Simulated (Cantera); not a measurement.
An adiabatic, constant-volume homogeneous reactor starts with H2 : O2 : N2 : NO = 1 : 1.16 : 4.37 : 0.0088 (molar parts), at 1350 K and 4.60 bar.

Detailed kinetics in Cantera: GRI-Mech 3.0 (53 species, 325 reactions). The hydrogen kinetics of GRI-Mech 3.0 are dated; newer H2 mechanisms differ, most at raised pressure. The mechanism lacks 2 NO + O2 → 2 NO2 and HONO, so NO2 and the effect of NO are under-described below about 1400 K.

**Question.** Predict: time of steepest temperature rise; temperature at 3.00 s; equilibrium temperature; x(H2) at 3.00 s; x(O2) at 3.00 s; x(NO) at 3.00 s; x(H2O2) at 3.00 s; x(NO2) at 3.00 s; x(N2O) at 3.00 s.

**Answer.** 
```json
{
  "time_of_steepest_temperature_rise": "5.86 µs",
  "temperature at 3.00 s": "2555 K",
  "equilibrium_temperature": "2555 K",
  "x(H2) at 3.00 s": "0.00137 (gas-phase equilibrium 0.00137)",
  "x(O2) at 3.00 s": "0.0983 (gas-phase equilibrium 0.0983)",
  "x(NO) at 3.00 s": "0.0165 (gas-phase equilibrium 0.0165)",
  "x(H2O2) at 3.00 s": "1.11e-6 (gas-phase equilibrium 1.11e-6)",
  "x(NO2) at 3.00 s": "2.69e-5 (gas-phase equilibrium 2.69e-5)",
  "x(N2O) at 3.00 s": "2.48e-6 (gas-phase equilibrium 2.48e-6)"
}
```
